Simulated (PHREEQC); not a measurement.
Solution (25 °C): 0.22 mol H2SO4, 0.0023 mol FeSO4 and 0.00018 mol Fe2(SO4)3 per kg of water. Closed to the air; pH follows from the charge balance.

Model: ion-association model, wateq4f.dat, run in PHREEQC.

```
quantity                          before     after
------------------------------  --------  --------
pH                                  0.71      1.58
ionic strength (mol/kgw)           0.279    0.0400
HSO4- (mol/kgw)                    0.193    0.0134
SO4-2 (mol/kgw)                   0.0282   0.00882
Fe+2 (mol/kgw)                   0.00114  0.000156
FeHSO4+ (mol/kgw)               0.000753   1.28e-5
SI of Goethite (FeOOH)             -2.75     -0.58
SI of Melanterite (FeSO4:7H2O)     -3.43     -4.26
```

Question: Name the change that produced these shifts.
A) FeSO4 from 0.0023 to 0.0046 mol/kgw
B) diluted 10-fold with water
C) Fe2(SO4)3 from 0.00018 to 9e-05 mol/kgw
D) Fe2(SO4)3 from 0.00018 to 0.00027 mol/kgw
E) diluted 2-fold with water

Answer: B, diluted 10-fold with water

No solid was allowed to form. Some of these states are supersaturated (in Hematite (slow to form), for instance).
